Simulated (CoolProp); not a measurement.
Saturation properties of R365MFC.

Model: reference Helmholtz-energy equation of state, Lemmon 2016, in CoolProp.

| T (K) | p (MPa) | vapour density (kg/m³) | liquid cp (kJ/(kg K)) |
|---|---|---|---|
| 318.4 | 0.1211 | 7.146 | 1.419 |
| 323.5 | 0.1440 | 8.424 | 1.430 |
| 328.7 | 0.1707 | 9.907 | 1.442 |
| 333.8 | 0.2006 | 11.56 | 1.454 |
| 339 | 0.2350 | 13.46 | 1.467 |
| 344.1 | 0.2729 | 15.56 | 1.480 |
| 349.3 | 0.3164 | 17.96 | 1.494 |
| 354.4 | 0.3639 | 20.60 | 1.509 |
| 359.6 | 0.4179 | 23.61 | 1.524 |
| 364.8 | 0.4777 | 26.97 | 1.541 |
| 369.9 | 0.5424 | 30.65 | 1.558 |
| 375.1 | 0.6151 | 34.82 | 1.576 |
| 380.2 | 0.6934 | 39.38 | 1.596 |
| 385.4 | 0.7807 | 44.56 | 1.617 |

It boils at 313.3 K under 1 atm.
